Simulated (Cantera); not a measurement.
What does this Cantera script print?

```python
import numpy as np
import cantera as ct

gas = ct.Solution("gri30.yaml")


def delay(T, t_max=10):
    gas.TPX = T, 180000, {'H2': 1, 'O2': 0.455, 'N2': 1.71, 'NO': 0.0089}
    reactor = ct.IdealGasReactor(gas, clone=False)
    net = ct.ReactorNet([reactor])
    net.rtol, net.atol = 1e-8, 1e-16
    while net.time < t_max:
        t_old, T_old = net.time, reactor.T
        net.step()
        if reactor.T > T + 400:  # ignition: a rise of 400 K
            return t_old + (T + 400 - T_old) / (reactor.T - T_old) * (net.time - t_old)
    return np.nan


taus = []
for T in [1098, 1198, 1298, 1398, 1498, 1598, 1698, 1798, 1898]:
    taus.append(delay(T))
    print(f"T0 = {T:6g} K   tau = {taus[-1]:.4e} s")
```

Result:

```
T0 =   1098 K   tau = 5.2316e-05 s
T0 =   1198 K   tau = 2.5934e-05 s
T0 =   1298 K   tau = 1.5558e-05 s
T0 =   1398 K   tau = 1.0522e-05 s
T0 =   1498 K   tau = 7.7793e-06 s
T0 =   1598 K   tau = 6.2166e-06 s
T0 =   1698 K   tau = 5.3344e-06 s
T0 =   1798 K   tau = 4.8826e-06 s
T0 =   1898 K   tau = 4.7291e-06 s
```

Detailed kinetics in Cantera: GRI-Mech 3.0 (53 species, 325 reactions). The mechanism lacks 2 NO + O2 → 2 NO2 and HONO, so NO2 and the effect of NO are under-described below about 1400 K. Where the delays flatten at high temperature, the 400 K rule measures the pace of heat release, not the induction time.
